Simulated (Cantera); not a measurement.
A Cantera script and what it prints.

```python
import numpy as np
import cantera as ct

gas_names = """
    C CH CH2 CH3 CH2OH CH3O CH4 CH3OH CN CO CO2 COOH C2 C2H CHCO,ketyl C2H2,acetylene C2H2,vinylidene
    CH2CO,ketene C2H3,vinyl CH3CN CH3CO,acetyl C2H4 C2H4O,ethylen CH3CHO,ethanal CH3COOH (HCOOH)2 C2H5
    C2H6 CH3OCH3 C2H5OH CCN CNC C2N2 C2O C3 C3H3,propargyl C3H4,allene C3H4,propyne C3H4,cyclo-
    C3H5,allyl C3H6,propylene C3H6,cyclo- C3H6O C3H7,n-propyl C3H7,i-propyl C3H8 C3H8O,1propanol
    C3H8O,2propanol C3O2 C4 C4H2 C4H4,1,3-cyclo- C4H6,butadiene C4H6,2-butyne C4H6,cyclo- C4H8,1-butene
    C4H8,cis2-buten C4H8,tr2-butene C4H8,isobutene C4H8,cyclo- (CH3COOH)2 C4H9,n-butyl C4H9,i-butyl
    C4H9,s-butyl C4H9,t-butyl C4H10,isobutane C4H10,n-butane C4N2 C5 C5H6,1,3cyclo- C5H8,cyclo-
    C5H10,1-pentene C5H10,cyclo- C5H11,pentyl C5H11,t-pentyl C5H12,n-pentane C5H12,i-pentane
    CH3C(CH3)2CH3 C6H2 C6H5,phenyl C6H5O,phenoxy C6H6 C6H5OH,phenol C6H10,cyclo- C6H12,1-hexene
    C6H12,cyclo- C6H13,n-hexyl C7H7,benzyl C7H8 C7H8O,cresol C7H14,1-heptene C7H15,n-heptyl
    C7H16,n-heptane C8H8,styrene C8H10,ethylbenz C8H16,1-octene C8H17,n-octyl C8H18,isooctane
    C8H18,n-octane C9H19,n-nonyl C10H8,naphthale C10H21,n-decyl C12H9,o-bipheny C12H10,bipheny H HCN HCO
    HCCN HNC HNCO HNO HNO2 HNO3 HO2 H2 HCHO,formaldehy HCOOH H2O H2O2 N NCO NH NH2 NH3 NH2OH NO NO2 NO3
    N2 N2H2 N2H4 N2O O OH O2 O3
""".split()
cond_names = """
    C(gr) C6H6(L) C7H8(L) C8H18(L),n-octa H2O(s) H2O(L)
""".split()


def load(file, names, dense=False):
    # The tables refer to 1 bar. Condensed volumes are neglected.
    table = {s.name: s for s in ct.Species.list_from_file(file)}
    out = []
    for n in names:
        d = dict(table[n].input_data)
        d["thermo"] = dict(d["thermo"], **{"reference-pressure": 1e5})
        if dense:
            d["equation-of-state"] = {"model": "constant-volume", "density": "1e6 g/cm^3"}
        out.append(ct.Species.from_dict(d))
    return out


gas = ct.Solution(thermo="ideal-gas", species=load("nasa_gas.yaml", gas_names))
cond = {s.name: ct.Solution(thermo="fixed-stoichiometry", species=[s], name=s.name)
        for s in load("nasa_condensed.yaml", cond_names, dense=True)}
atoms = {
    'C2H6': {'C': 2, 'H': 6},
    'H2O': {'H': 2, 'O': 1},
    'N2': {'N': 2},
}
top_T = {'C(gr)': 4500}  # K; cautious upper limits of use, not melting points


def equilibrate(T, P, feed):
    n = {}
    for name, mol in feed.items():
        for a, k in atoms[name].items():
            n[a] = n.get(a, 0.0) + k * mol
    gas.TPX = T, P, n
    mass = sum(n.values()) * gas.mean_molecular_weight
    gas.equilibrate("TP")
    valid = [c for c in cond.values() if c.min_temp <= T <= top_T.get(c.name, c.max_temp)]
    mix = ct.Mixture([(gas, mass / gas.mean_molecular_weight)] + [(c, 0.0) for c in valid])
    mix.T, mix.P = T, P
    mix.equilibrate("TP", solver="vcs", rtol=1e-11, max_steps=5000)
    return mix


results = []
T = 923  # K
P = 150000  # Pa
for m in [0.028, 0.044, 0.069, 0.11, 0.17, 0.27, 0.43, 0.67, 1.1, 1.7, 2.6]:
    feed = {'C2H6': 1, 'H2O': m, 'N2': 0.69}  # mol
    mix = equilibrate(T, P, feed)
    results.append((T, P, feed, dict(zip(mix.species_names, mix.species_moles))))
    x = sorted(zip(gas.X, gas.species_names), reverse=True)
    print(f"T = {T:g} K  P = {P:g} Pa  n(H2O) = {m:g} mol  gas = {mix.phase_moles(0):.4g} mol")
    print("   x: " + "  ".join(f"{s} {v:.3e}" for v, s in x if v > 1e-05))
    print("   condensed (mol): " + ("  ".join(f"{mix.phase(i).name} {mix.phase_moles(i):.4g}"
          for i in range(1, mix.n_phases) if mix.phase_moles(i) > 1e-12) or "none"))
```

Result:

```
T = 923 K  P = 150000 Pa  n(H2O) = 0.028 mol  gas = 3.265 mol
   x: H2 6.379e-01  N2 2.112e-01  CH4 1.420e-01  H2O 5.050e-03  CO 3.417e-03  NH3 3.547e-04  CO2 5.524e-05
   condensed (mol): C(gr) 1.525
T = 923 K  P = 150000 Pa  n(H2O) = 0.044 mol  gas = 3.287 mol
   x: H2 6.357e-01  N2 2.097e-01  CH4 1.410e-01  H2O 7.813e-03  CO 5.306e-03  NH3 3.516e-04  CO2 1.332e-04
   condensed (mol): C(gr) 1.519
T = 923 K  P = 150000 Pa  n(H2O) = 0.069 mol  gas = 3.323 mol
   x: H2 6.322e-01  N2 2.075e-01  CH4 1.395e-01  H2O 1.197e-02  CO 8.169e-03  NH3 3.469e-04  CO2 3.158e-04
   condensed (mol): C(gr) 1.508
T = 923 K  P = 150000 Pa  n(H2O) = 0.11 mol  gas = 3.381 mol
   x: H2 6.268e-01  N2 2.039e-01  CH4 1.371e-01  H2O 1.837e-02  CO 1.265e-02  CO2 7.574e-04  NH3 3.395e-04
   condensed (mol): C(gr) 1.491
T = 923 K  P = 150000 Pa  n(H2O) = 0.17 mol  gas = 3.466 mol
   x: H2 6.195e-01  N2 1.989e-01  CH4 1.339e-01  H2O 2.694e-02  CO 1.877e-02  CO2 1.668e-03  NH3 3.294e-04
   condensed (mol): C(gr) 1.465
T = 923 K  P = 150000 Pa  n(H2O) = 0.27 mol  gas = 3.607 mol
   x: H2 6.083e-01  N2 1.911e-01  CH4 1.291e-01  H2O 3.944e-02  CO 2.799e-02  CO2 3.707e-03  NH3 3.142e-04
   condensed (mol): C(gr) 1.42
T = 923 K  P = 150000 Pa  n(H2O) = 0.43 mol  gas = 3.834 mol
   x: H2 5.929e-01  N2 1.798e-01  CH4 1.227e-01  H2O 5.584e-02  CO 4.066e-02  CO2 7.822e-03  NH3 2.933e-04
   condensed (mol): C(gr) 1.344
T = 923 K  P = 150000 Pa  n(H2O) = 0.67 mol  gas = 4.175 mol
   x: H2 5.740e-01  N2 1.651e-01  CH4 1.150e-01  H2O 7.460e-02  CO 5.609e-02  CO2 1.489e-02  NH3 2.677e-04
   condensed (mol): C(gr) 1.224
T = 923 K  P = 150000 Pa  n(H2O) = 1.1 mol  gas = 4.786 mol
   x: H2 5.487e-01  N2 1.440e-01  CH4 1.050e-01  H2O 9.748e-02  CO 7.669e-02  CO2 2.783e-02  NH3 2.337e-04
   condensed (mol): C(gr) 0.997
T = 923 K  P = 150000 Pa  n(H2O) = 1.7 mol  gas = 5.64 mol
   x: H2 5.242e-01  N2 1.222e-01  H2O 1.171e-01  CO 9.640e-02  CH4 9.589e-02  CO2 4.398e-02  NH3 2.010e-04
   condensed (mol): C(gr) 0.6675
T = 923 K  P = 150000 Pa  n(H2O) = 2.6 mol  gas = 6.921 mol
   x: H2 5.003e-01  H2O 1.339e-01  CO 1.155e-01  N2 9.962e-02  CH4 8.735e-02  CO2 6.314e-02  NH3 1.692e-04
   condensed (mol): C(gr) 0.1591
```

Method: chemical equilibrium by Gibbs-energy minimisation in Cantera with the NASA 1993 tables (ideal gas, pure condensed phases).
